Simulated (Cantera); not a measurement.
A freely propagating, adiabatic, planar premixed flame of 9.03 % CH₄, 11.7 % H₂, 18.4 % O₂, 60.8 % N₂, unburnt at 698 K and 65000 Pa; multicomponent+Soret transport, grid criteria slope 0.08 and curve 0.16, no radiation.

Cantera simulation using GRI-Mech 3.0 (53 species, 325 reactions); the numbers are that mechanism's predictions, not measurements. Burning velocities carry a grid error of a few per cent, more on coarse grids.

x: mole fraction of selected species; z is measured from the peak of heat release.

```csv
z (mm),T (K),u (m/s),x CH₄,x H₂,x O₂,x HCO,x CH₂O,x C₂H₆
-0.986,698,3.63,0.0904,0.117,0.184,<1e-8,<1e-8,<1e-8
-0.657,698,3.62,0.0905,0.115,0.185,<1e-8,2.88e-7,6.52e-8
-0.493,701,3.62,0.0907,0.112,0.185,<1e-8,___,___
-0.329,735,3.77,0.0897,0.103,0.186,<1e-8,4.51e-5,3.29e-5
-0.164,1048,5.37,0.0735,0.0941,0.167,3.28e-6,0.000504,0.000687
-0.0822,1449,7.54,0.0452,0.0931,0.128,5.31e-5,0.00109,0.000858
0,1852,9.81,0.0145,0.0874,0.0740,0.000154,0.000900,0.000132
0.0822,2065,11.0,0.00224,0.0748,0.0356,8.88e-5,0.000296,3.13e-6
0.164,2130,11.4,0.000217,0.0647,0.0178,1.73e-5,4.71e-5,3.22e-8
0.329,2161,11.6,1.59e-6,0.0593,0.00829,3.49e-7,4.83e-7,<1e-8
0.657,2191,11.7,<1e-8,0.0599,0.00618,1.39e-7,<1e-8,<1e-8
1.31,2232,11.9,<1e-8,0.0600,___,___,<1e-8,<1e-8
2.63,2288,12.1,<1e-8,0.0594,0.00420,9.84e-8,<1e-8,<1e-8
```

### Question
What belongs in the gaps?

### Answer

- -0.493, x CH₂O: 3.31e-6
- -0.493, x C₂H₆: 1.13e-6
- 1.31, x O₂: 0.00528
- 1.31, x HCO: 1.20e-7
